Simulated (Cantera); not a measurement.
## Catalytic combustion on Pt

An isothermal plug-flow reactor at 848 K and 1.90 bar (inlet), inlet velocity 1.7 m/s, active area per volume 2700 1/m; feed CO : O2 : N2 : H2O = 0.0023 : 0.025 : 0.79 : 0.013 (molar parts).

Model: Deutschmann's 1995 Pt surface mechanism with GRI-Mech 3.0 gas chemistry, integrated in Cantera. Catalytic surfaces can have several steady states; this one follows from the mechanism file's or the stated starting coverage. Mass transfer to the wall is taken as infinitely fast.

| z (m) | x CO | x O2 | x H2O | x CO2 | θ free Pt | θ O* | θ OH* |
|---|---|---|---|---|---|---|---|
| 0.00019 | 0.000536 | 0.0290 | 0.0157 | 0.00224 | 0.0895 | 0.906 | 0.00412 |
| 0.00033 | 0.000312 | 0.0289 | 0.0157 | 0.00246 | 0.0840 | 0.912 | 0.00400 |
| 0.00059 | 0.000127 | 0.0288 | 0.0157 | 0.00265 | 0.0802 | 0.916 | 0.00392 |
| 0.001 | 3.35e-5 | 0.0288 | 0.0157 | 0.00274 | 0.0786 | 0.918 | 0.00388 |
| 0.0019 | 1.94e-6 | 0.0288 | 0.0157 | 0.00277 | 0.0780 | 0.918 | 0.00387 |
| 0.0033 | 2.35e-8 | 0.0288 | 0.0157 | 0.00277 | 0.0780 | 0.918 | 0.00387 |
| 0.0059 | 6.50e-12 | 0.0288 | 0.0157 | 0.00277 | 0.0780 | 0.918 | 0.00387 |
| 0.01 | <1e-12 | 0.0288 | 0.0157 | 0.00277 | 0.0780 | 0.918 | 0.00387 |
| 0.019 | <1e-12 | 0.0288 | 0.0157 | 0.00277 | 0.0780 | 0.918 | 0.00387 |
x: gas mole fraction; θ: surface coverage.
